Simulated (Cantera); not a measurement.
# TiO2 + CO + C (carbothermic reduction)

Input: 1 mol TiO2, 6 mol CO, 5.6 mol C, equilibrated at 13.3 mbar.

Method: chemical equilibrium by Gibbs-energy minimisation in Cantera with the NASA 1993 tables (ideal gas, pure condensed phases). Candidate condensed phases: C, Ti, TiC, TiO, TiO2, Ti2O3, Ti3O5, Ti4O7; 15 gas species. TiC: taken at fixed stoichiometry. Condensed phases not in the tables: Magnéli phases beyond Ti4O7. The numbers say what is thermodynamically allowed, not how fast it happens.

| T (K) | x CO | x CO2 | n C(graphite) | n TiO2(rutile) | n Ti3O5(s) | n TiC(s) |
|---|---|---|---|---|---|---|
| 800 | 0.571 | 0.429 | 7.40 | 1.00 | 0 | 0 |
| 950 | 0.979 | 0.0214 | 5.73 | 1.00 | 0 | 0 |
| 1100 | 0.999 | 0.00117 | 5.61 | 1.00 | 0 | 0 |
| 1250 | 1.000 | 0.000128 | 5.27 | 0 | 0.333 | 0 |
| 1400 | 1.000 | 2.29e-5 | 2.60 | 0 | 0 | 1.00 |
| 1550 | 1.000 | 5.78e-6 | 2.60 | 0 | 0 | 1.00 |
| 1700 | 1.000 | 1.88e-6 | 2.60 | 0 | 0 | 1.00 |
x: gas mole fraction; n: condensed amount in mol.

From 800 K to 1100 K the condensed part is C(graphite) + TiO2(rutile). At 1250 K the condensed part is C(graphite) + Ti3O5(s). From 1400 K to 1700 K the condensed part is C(graphite) + TiC(s).
